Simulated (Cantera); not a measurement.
Feed: 1 mol BF3, 2.3 mol H2O, at 1452 °C and 1000 Pa.

Method: chemical equilibrium by Gibbs-energy minimisation in Cantera with the NASA 1993 tables (ideal gas, pure condensed phases). Candidate condensed phases: B, B2O3, B3O3H3, H2O; 43 gas species. Rates play no part.

Base state: HF 0.501, H2O 0.263, BOF 0.193, HBO2 0.0378, H2 0.00222, BF3 0.00145, O2 0.000952, OH 0.000572 (mole fractions); condensed: gas only.

What changes in the equilibrium state with this change: temperature from 1452 °C to 850 °C?


| species | before | after |
|---|---|---|
| H2O | 0.263 | 0.433 |
| HF | 0.501 | 0.421 |
| BF3 | 0.00145 | 0.123 |
| BOF | 0.193 | 0.00613 |
| B3O3F3 | 6.78e-7 | 0.0150 |
| HBO2 | 0.0378 | 0.00169 |
| H | 8.74e-5 | 1.05e-9 |
| (HBO2)3 | 6.15e-9 | 0.000451 |
| BO2 | 0.000100 | 1.96e-9 |
| O | 1.79e-5 | <1e-9 |
| B2O3(l), mol | 0 | 0.184 |
Gases not in the tables: H3BO3.
